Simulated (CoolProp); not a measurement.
Octamethylcyclotetrasiloxane (D4) along the isotherm 346.85 °C: fugacity coefficient from the reference equation and from simpler models built on Tc = 313.4 °C, pc = 13.47 bar, ω = 0.598; each cubic takes its own stable root.

Computed with CoolProp (reference Helmholtz-energy equation of state, Thol 2015).

```
p (bar)          phase  reference  van der Waals  Redlich-Kwong  Peng-Robinson
-------  -------------  ---------  -------------  -------------  -------------
0.213              gas     0.9955         0.9959         0.9954         0.9951
0.485              gas     0.9898         0.9907         0.9896         0.9889
1.1                gas     0.9769         0.9789         0.9764         0.9750
2.51               gas        ___         0.9519            ___         0.9436
5.71               gas     0.8825         0.8910         0.8801            ___
13                 gas     0.7394            ___            ___         0.7276
29.6     supercritical     0.4728         0.4795            ___            ___
67.4     supercritical     0.3131         0.3595         0.3150         0.3148
```

Q: What belongs in the gaps?

A: 
- 2.51, reference: 0.9477
- 2.51, Redlich-Kwong: 0.9466
- 5.71, Peng-Robinson: 0.8746
- 13, van der Waals: 0.7508
- 13, Redlich-Kwong: 0.7329
- 29.6, Redlich-Kwong: 0.4617
- 29.6, Peng-Robinson: 0.4716
